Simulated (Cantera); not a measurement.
A closed system holds: 1 mol Cu2O, 0.39 mol CH4, 0.26 mol H2, at 52.0 Pa.

These are equilibrium values from Cantera (NASA tables, ideal gas, pure condensed phases), not measurements of a reactor. Candidate condensed phases: C, C6H6, C7H8, C8H18, Cu, CuO, Cu(OH)2, Cu2O, H2O; 113 gas species. Kinetics and transport are ignored. All values below are at 1698 K.

Base state: Cu 0.298, H2O 0.255, H2 0.253, CO 0.147, CO2 0.0436, H 0.00319, Cu2 0.000356, OH 0.000165 (mole fractions); condensed: Cu(l).

Question: What changes in the equilibrium state with this change: pressure from 52.0 Pa to 3700 Pa?

Answer: 
```
species       before     after
----------  --------  --------
H2O            0.255     0.363
H2             0.253     0.361
CO             0.147     0.210
Cu             0.298   0.00418
CO2           0.0436    0.0618
Cu2         0.000356   5.01e-6
OH          0.000165   2.33e-5
H            0.00319  0.000452
Cu(l), mol      1.39      1.99
```

Question: What changes in the equilibrium state with this change: Cu2O replaced by Ta2O5?

Answer: 
```json
[
 {"species": "H2", "before": "0.253", "after": "0.783"},
 {"species": "CO", "before": "0.147", "after": "0.211"},
 {"species": "H", "before": "0.00319", "after": "0.00561"},
 {"species": "Cu", "before": "0.298", "after": "0"},
 {"species": "H2O", "before": "0.255", "after": "0.000404"},
 {"species": "CO2", "before": "0.0436", "after": "3.19e-5"},
 {"species": "Cu2", "before": "0.000356", "after": "0"},
 {"species": "OH", "before": "0.000165", "after": "1.49e-7"},
 {"species": "Cu(l), mol", "before": "1.39", "after": "0"},
 {"species": "TaC(s), mol", "before": "0", "after": "0.112"},
 {"species": "Ta2O5(s), mol", "before": "0", "after": "0.944"}
]
```
Mutual solubility and eutectic melting of coexisting phases are not modelled. TaC: taken at fixed stoichiometry. Condensed phases not in the tables: Ta2C. Further candidate phases: Ta, TaC, Ta2O5.
